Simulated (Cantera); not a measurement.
A freely propagating, adiabatic, planar premixed flame of 18.5 % H2, 16.5 % O2, 62.2 % N2, 2.78 % H2O, unburnt at 500 K and 0.120 bar; multicomponent+Soret transport, grid criteria slope 0.08 and curve 0.16, no radiation.

Cantera simulation using the H2/O2 subset of GRI-Mech 3.0, which has no nitrogen chemistry; the numbers are that mechanism's predictions, not measurements. Burning velocities carry a grid error of a few per cent, more on coarse grids. Lean hydrogen flames are cellular in practice and burn faster than this planar one.

Predict: laminar burning velocity; thermal thickness; peak x(H2O2); peak x(H); peak x(HO2).


```
Property                    Result
------------------------  --------
laminar burning velocity  237 cm/s
thermal thickness          6.08 mm
peak x(H2O2)               6.33e-6
peak x(H)                   0.0296
peak x(HO2)                8.31e-5
```
